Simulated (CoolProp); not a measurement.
Values from CoolProp's reference Helmholtz-energy equation of state, Lemmon 2016.

For R115, give the phase and the cv (kJ/(kg K)), speed of sound (m/s) at 350.3 K and 1660 kPa; 207 K and 321 kPa.


- 350.3 K and 1660 kPa: gas; cv 0.760, speed of sound 115
- 207 K and 321 kPa: liquid; cv 0.595, speed of sound 732
